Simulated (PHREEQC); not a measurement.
## Acid rinse or clean: speciation

Consider water at 25 °C with 0.024 mol HF and 0.12 mol CuSO4 per kg of water. Closed to the air; pH follows from the charge balance.

Equilibrium calculation in PHREEQC: ion-association model, phreeqc.dat.

Precipitation was switched off in this run.

Estimate the pH.

pH 2.60.

In which forms is F present?

HF 63 %, F- 26 %, CuF+ 8.2 %, HF2- 2.9 % of the F.
